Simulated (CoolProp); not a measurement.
The numbers come from the reference Helmholtz-energy equation of state, de Reuck 1990 in CoolProp.

For fluorine, give the phase and the Z, isothermal compressibility (1/MPa) at -124.45 °C and 2860 kPa; -124.45 °C and 5000 kPa; -124.45 °C and 7860 kPa.


- -124.45 °C and 2860 kPa: gas; Z 0.808, isothermal compressibility 0.448
- -124.45 °C and 5000 kPa: gas; Z 0.595, isothermal compressibility 0.429
- -124.45 °C and 7860 kPa: supercritical; Z 0.283, isothermal compressibility 0.0712
